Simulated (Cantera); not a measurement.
Mixture: CO : H₂ : CH₄ : O₂ : N₂ = 1 : 0.23 : 0.03 : 1.09 : 4.09 (molar parts), at 4.54 atm, adiabatic and at constant volume. Ignition delay is the time to a rise of 400 K.

Cantera simulation using GRI-Mech 3.0 (53 species, 325 reactions); the numbers are that mechanism's predictions, not measurements. Below about 1000 K GRI-Mech 3.0 lacks low-temperature oxidation paths. Below about 950 K walls govern HO2 and H2O2 in real vessels.

Task: What does this change do: pressure from 4.54 atm to 1.00 atm?

Result: 
```csv
quantity,before,after
delay at 900 K,79.4 ms,40.2 ms
delay at 1000 K,3.98 ms,0.711 ms
delay at 1100 K,0.238 ms,0.191 ms
delay at 1200 K,40.1 µs,0.102 ms
```
Where the delays flatten at high temperature, the 400 K rule measures the pace of heat release, not the induction time.
